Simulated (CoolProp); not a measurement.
CH2F2 (R32) at 239.79 K and 0.157 MPa is compressed adiabatically to 0.532 MPa with isentropic efficiency 0.85. Each further row changes one setting.

Computed with CoolProp (reference Helmholtz-energy equation of state, Tillner-Roth 1997).

```
case             work (kJ/kg)  final temperature (K)  final density (kg/m³)
---------------  ------------  ---------------------  ---------------------
as stated                 ___                    ___                   11.1
efficiency 1             50.4                  307.8                   11.5
efficiency 0.65          77.6                  336.4                    ___
```

### Question
Some entries are withheld; supply them.

### Answer

- as stated, work (kJ/kg): 59.3
- as stated, final temperature (K): 317.2
- efficiency 0.65, final density (kg/m³): 10.3
